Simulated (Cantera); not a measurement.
Input (Python, Cantera) and output of one run.

```python
import numpy as np
import cantera as ct

gas_names = """
    AL ALH ALO ALOH ALO2 ALO2H AL2 AL2O AL2O2 H HALO HO2 H2 H2O H2O2 O OH O2 O3
""".split()
cond_names = """
    AL(cr) AL(L) AL2O3(a) AL2O3(L) H2O(s) H2O(L)
""".split()


# ... load() reads the species with a 1 bar reference pressure and builds the phases ...
atoms = {
    'Al2O3': {'AL': 2, 'O': 3},
    'H2O': {'H': 2, 'O': 1},
}
top_T = {}  # K; cautious upper limits of use, not melting points


# ... equilibrate(T, P, feed) seeds the gas with the atoms and calls Mixture.equilibrate('TP', solver="vcs", rtol=1e-11, max_steps=5000) ...
results = []
feed = {'Al2O3': 1, 'H2O': 0.56}  # mol
P = 850  # Pa
for T in [800, 950, 1100, 1250, 1400, 1550, 1700, 1850, 2000, 2150, 2300, 2450, 2600]:
    mix = equilibrate(T, P, feed)
    results.append((T, P, feed, dict(zip(mix.species_names, mix.species_moles))))

top = {s: max(r[3][s] / sum(r[3][g] for g in gas_names) for r in results) for s in gas_names}
cols = sorted((s for s in top if top[s] > 1e-06), key=lambda s: -top[s])[:7]
seen = [c for c in cond_names if any(r[3].get(c, 0) > 1e-12 for r in results)]
print("log10 of partial pressures in bar; condensed amounts in mol")
print(f"{'T/K':>10s}" + "".join(f"{s[:9]:>10s}" for s in cols + seen))
for T, P, feed, n in results:
    ng = sum(n[g] for g in gas_names)
    print(f"{T:10.4g}" + "".join(f"{np.log10(max(n[s] / ng * P / 1e5, 1e-99)):10.3f}" for s in cols)
          + "".join(f"{n.get(c, 0):10.4g}" for c in seen))
```

It prints:

```
log10 of partial pressures in bar; condensed amounts in mol
       T/K       H2O         H        H2        OH        O2         O     ALO2H  AL2O3(a)  AL2O3(L)
       800    -2.071   -16.607   -10.138   -12.034   -10.436   -18.316   -26.723         1         0
       950    -2.071   -13.473    -8.437    -9.938    -8.745   -14.871   -21.641         1         0
      1100    -2.071   -11.185    -7.196    -8.411    -7.510   -12.358   -17.957         1         0
      1250    -2.071    -9.439    -6.248    -7.249    -6.571   -10.445   -15.168         1         0
      1400    -2.071    -8.063    -5.499    -6.336    -5.833    -8.940   -12.985         1         0
      1550    -2.072    -6.949    -4.894    -5.600    -5.239    -7.726   -11.232         1         0
      1700    -2.074    -6.029    -4.395    -4.995    -4.751    -6.725    -9.795         1         0
      1850    -2.080    -5.258    -3.979    -4.491    -4.346    -5.888    -8.599         1         0
      2000    -2.094    -4.604    -3.631    -4.068    -4.006    -5.178    -7.591         1         0
      2150    -2.122    -4.046    -3.342    -3.715    -3.725    -4.571    -6.736         1         0
      2300    -2.176    -3.569    -3.110    -3.428    -3.498    -4.053    -6.011         1         0
      2450    -2.273    -3.167    -2.940    -3.208    -3.330    -3.613    -5.467         0    0.9998
      2600    -2.441    -2.839    -2.847    -3.069    -3.236    -3.251    -5.049         0    0.9994
```

These are equilibrium values from Cantera (NASA tables, ideal gas, pure condensed phases), not measurements of a reactor. The tables' values for AlOH are old estimates; treat these amounts as uncertain.
